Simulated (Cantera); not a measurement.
Charge: 1 mol Si, 7.7 mol H₂, equilibrated at 1425 K and 0.120 bar.

These are equilibrium values from Cantera (NASA tables, ideal gas, pure condensed phases), not measurements of a reactor. Candidate condensed phases: Si; 9 gas species. Kinetics and transport are ignored.

Question: What is the equilibrium state?

Answer: 
- x(H₂): 1.000
- x(H): 1.97e-5
- n(Si(s)): 1.000 mol
- gas amount: 7.700 mol
